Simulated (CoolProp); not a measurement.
Vapour-liquid equilibrium of propylene (1) + R114 (2) at 59.55 °C; x and y are mole fractions of (1).

The numbers come from the multi-fluid Helmholtz-energy mixture model, Lemmon 2013 and Platzer 1990; pair parameters Bell 2016 in CoolProp. This equation is an older, rougher fit; its heat capacities, sound speeds and derivatives of the liquid may be far off and weren't checked against measurements.

```
x     bubble pressure, mixture model (MPa)  bubble pressure, Raoult's law (MPa)  y, mixture model  y, Raoult's law
----  ------------------------------------  -----------------------------------  ----------------  ---------------
0.05                                0.6806                               0.6697             0.175            0.187
0.15                                0.8973                               0.8629               ___            0.435
0.25                                   ___                                1.056             0.548            0.593
0.35                                 1.313                                1.249             0.645            0.702
0.45                                   ___                                1.443               ___            0.782
0.55                                 1.690                                1.636               ___            0.842
0.65                                 1.868                                1.829             0.827            0.890
0.75                                   ___                                2.022               ___            0.929
0.85                                 2.225                                2.215               ___            0.961
0.95                                 2.410                                2.409             0.973            0.988
```

Fill in the missing entries.


- 0.15, y, mixture model: 0.405
- 0.25, bubble pressure, mixture model (MPa): 1.110
- 0.45, bubble pressure, mixture model (MPa): 1.506
- 0.45, y, mixture model: 0.718
- 0.55, y, mixture model: 0.776
- 0.75, bubble pressure, mixture model (MPa): 2.045
- 0.75, y, mixture model: 0.874
- 0.85, y, mixture model: 0.922

The largest gap from Raoult's law is +5.1 % in bubble pressure, at x = 0.35. No azeotrope shows between x = 0.05 and 0.95.

Pair parameters are fitted to limited data, so mixtures are less certain than the pure fluids.
